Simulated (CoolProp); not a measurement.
A closed Brayton cycle with carbon dioxide: compressor inlet 309.15 K and 7.9 MPa, high pressure 19 MPa, turbine inlet 965 K, compressor efficiency 0.8, turbine efficiency 0.85, recuperator effectiveness 0 (on enthalpy, no pinch check). Each further row changes one setting.

Values from CoolProp's reference Helmholtz-energy equation of state, Span 1996.

```json
[
 {"case": "as stated", "thermal efficiency (%)": "12.2", "net work (kJ/kg)": "97.2", "compressor to turbine work": "0.25", "compressor exit (K)": "365.4", "turbine exit (K)": "855.2"},
 {"case": "turbine inlet 915 K", "thermal efficiency (%)": "12.2", "net work (kJ/kg)": "90.0", "compressor to turbine work": "0.27", "compressor exit (K)": "365.4", "turbine exit (K)": "…"},
 {"case": "compressor inlet 319.15 K", "thermal efficiency (%)": "…", "net work (kJ/kg)": "85.7", "compressor to turbine work": "0.34", "compressor exit (K)": "391.6", "turbine exit (K)": "855.2"},
 {"case": "high pressure 16.1 MPa", "thermal efficiency (%)": "…", "net work (kJ/kg)": "…", "compressor to turbine work": "…", "compressor exit (K)": "…", "turbine exit (K)": "875.3"},
 {"case": "recuperator effectiveness 0.5", "thermal efficiency (%)": "…", "net work (kJ/kg)": "97.2", "compressor to turbine work": "0.25", "compressor exit (K)": "365.4", "turbine exit (K)": "855.2"}
]
```

What belongs in the gaps?


- turbine inlet 915 K, turbine exit (K): 809.0
- compressor inlet 319.15 K, thermal efficiency (%): 11.6
- high pressure 16.1 MPa, thermal efficiency (%): 10.1
- high pressure 16.1 MPa, net work (kJ/kg): 81.3
- high pressure 16.1 MPa, compressor to turbine work: 0.24
- high pressure 16.1 MPa, compressor exit (K): 354.5
- recuperator effectiveness 0.5, thermal efficiency (%): 18.9
